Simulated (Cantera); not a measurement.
Input: 1 mol Fe3O4, a varied amount of C, 4.3 mol N2, held at 725 °C and 3.80 bar.

Equilibrium computed with Cantera from the NASA thermochemical tables; the gas is ideal and each condensed phase is pure. Candidate condensed phases: C, Fe, Fe(CO)5, FeO, Fe2O3, Fe3O4; 27 gas species. The tables' stoichiometric FeO is somewhat more stable than real wüstite, so its field is too wide. FeO: taken at fixed stoichiometry. Rates play no part.

Q: Which condensed phases are stable at each of these points (n(C) (mol)): 0.4, 0.47, 0.56, 0.67, 0.81, 0.96, 1.1, 1.4, 1.6?

A: 
| n(C) (mol) | condensed phases | Fe condensed (%) |
|---|---|---|
| 0.4 | FeO(s) + Fe3O4(s) | 100.0 |
| 0.47 | FeO(s) + Fe3O4(s) | 100.0 |
| 0.56 | FeO(s) | 100.0 |
| 0.67 | FeO(s) | 100.0 |
| 0.81 | FeO(s) | 100.0 |
| 0.96 | C(graphite) + FeO(s) | 100.0 |
| 1.1 | C(graphite) + FeO(s) | 100.0 |
| 1.4 | C(graphite) + FeO(s) | 100.0 |
| 1.6 | C(graphite) + FeO(s) | 100.0 |

From 0.4 mol C to 0.47 mol C the condensed part is FeO(s) + Fe3O4(s). From 0.56 mol C to 0.81 mol C the condensed part is FeO(s). From 0.96 mol C to 1.6 mol C the condensed part is C(graphite) + FeO(s).
